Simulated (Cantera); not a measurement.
What does this Cantera script print?

```python
import numpy as np
import cantera as ct

gas_names = """
    O2 NbO2 SiO CrO3 ZrO2
""".split()
cond_names = """
    Nb(cr) Nb(L) Si(cr) Si(L) Cr(cr) Cr(L) Zr(a) Zr(b) Zr(L) Li(cr) Li(L) Li2O(s) Li2O(L)
""".split()


# ... load() reads the species with a 1 bar reference pressure and builds the phases ...
species = {s.name: s for s in load("nasa_gas.yaml", gas_names) + load("nasa_condensed.yaml", cond_names)}
# Each term lists the table entries of one substance; the one whose range holds T is used.
reactions = {
    'Nb + O2(g) = NbO2(g)':
        [(-1, ['Nb(cr)', 'Nb(L)']), (-1, ['O2']), (1, ['NbO2'])],
    '2 Si + O2(g) = 2 SiO(g)':
        [(-2, ['Si(cr)', 'Si(L)']), (-1, ['O2']), (2, ['SiO'])],
    '0.6667 Cr + O2(g) = 0.6667 CrO3(g)':
        [(-0.6666666666666666, ['Cr(cr)', 'Cr(L)']), (-1, ['O2']), (0.6666666666666666, ['CrO3'])],
    'Zr + O2(g) = ZrO2(g)':
        [(-1, ['Zr(a)', 'Zr(b)', 'Zr(L)']), (-1, ['O2']), (1, ['ZrO2'])],
    '4 Li + O2(g) = 2 Li2O':
        [(-4, ['Li(cr)', 'Li(L)']), (-1, ['O2']), (2, ['Li2O(s)', 'Li2O(L)'])],
}


def pick(names, T):
    return next(species[n] for n in names if species[n].thermo.min_temp <= T <= species[n].thermo.max_temp)


results = []
for label, terms in reactions.items():
    print(label)
    print("     T/K   dH/kJ  dS/(J/K)   dG/kJ   log10 K")
    for T in [1323, 1373, 1423, 1473, 1523, 1573, 1623, 1673, 1723, 1773]:
        used = [(nu, pick(names, T)) for nu, names in terms]
        dH = sum(nu * s.thermo.h(T) for nu, s in used) / 1e6
        dS = sum(nu * s.thermo.s(T) for nu, s in used) / 1e3
        dG = dH - T * dS / 1e3
        logK = -dG * 1e6 / (ct.gas_constant * T * np.log(10))
        results.append((label, T, dH, dS, dG, logK, [s.name for _, s in used]))
        print(f"{T:8g} {dH:8.1f} {dS:8.1f} {dG:8.1f} {logK:8.2f}")
```

Result:

```
Nb + O2(g) = NbO2(g)
     T/K   dH/kJ  dS/(J/K)   dG/kJ   log10 K
    1323   -207.4     20.4   -234.4     9.25
    1373   -207.8     20.0   -235.4     8.95
    1423   -208.3     19.7   -236.4     8.68
    1473   -208.8     19.4   -237.3     8.42
    1523   -209.2     19.1   -238.3     8.17
    1573   -209.7     18.8   -239.2     7.94
    1623   -210.3     18.4   -240.2     7.73
    1673   -210.8     18.1   -241.1     7.53
    1723   -211.3     17.8   -242.0     7.34
    1773   -211.9     17.5   -242.9     7.15
2 Si + O2(g) = 2 SiO(g)
     T/K   dH/kJ  dS/(J/K)   dG/kJ   log10 K
    1323   -216.5    159.0   -426.8    16.85
    1373   -217.5    158.3   -434.8    16.54
    1423   -218.4    157.6   -442.7    16.25
    1473   -219.4    156.9   -450.5    15.98
    1523   -220.4    156.2   -458.4    15.72
    1573   -221.4    155.6   -466.2    15.48
    1623   -222.4    154.9   -473.9    15.25
    1673   -223.5    154.3   -481.6    15.04
    1723   -324.8     94.3   -487.4    14.78
    1773   -325.7     93.8   -492.1    14.50
0.6667 Cr + O2(g) = 0.6667 CrO3(g)
     T/K   dH/kJ  dS/(J/K)   dG/kJ   log10 K
    1323   -199.2    -49.1   -134.2     5.30
    1373   -199.6    -49.4   -131.7     5.01
    1423   -200.0    -49.7   -129.2     4.74
    1473   -200.4    -50.0   -126.7     4.49
    1523   -200.9    -50.4   -124.2     4.26
    1573   -201.5    -50.7   -121.7     4.04
    1623   -202.0    -51.1   -119.2     3.83
    1673   -202.6    -51.4   -116.6     3.64
    1723   -203.3    -51.8   -114.0     3.46
    1773   -204.0    -52.2   -111.4     3.28
Zr + O2(g) = ZrO2(g)
     T/K   dH/kJ  dS/(J/K)   dG/kJ   log10 K
    1323   -298.0     15.2   -318.2    12.56
    1373   -298.5     14.9   -319.0    12.13
    1423   -298.9     14.6   -319.7    11.74
    1473   -299.3     14.3   -320.4    11.36
    1523   -299.8     14.0   -321.1    11.01
    1573   -300.2     13.7   -321.8    10.69
    1623   -300.7     13.4   -322.5    10.38
    1673   -301.3     13.1   -323.2    10.09
    1723   -301.8     12.8   -323.8     9.82
    1773   -302.4     12.4   -324.5     9.56
4 Li + O2(g) = 2 Li2O
     T/K   dH/kJ  dS/(J/K)   dG/kJ   log10 K
    1323  -1198.5   -268.2   -843.7    33.31
    1373  -1196.7   -266.8   -830.3    31.59
    1423  -1194.8   -265.5   -817.0    29.99
    1473  -1192.9   -264.2   -803.8    28.50
    1523  -1191.0   -262.9   -790.6    27.11
    1573  -1189.0   -261.6   -777.5    25.82
    1623  -1187.0   -260.4   -764.4    24.60
    1673  -1185.0   -259.2   -751.4    23.46
    1723  -1183.0   -258.0   -738.5    22.39
    1773  -1181.0   -256.8   -725.6    21.38
```

Source: NASA polynomial tables (part measured, part estimated), evaluated in Cantera. Condensed species are held in their standard states even where they would react or evaporate.
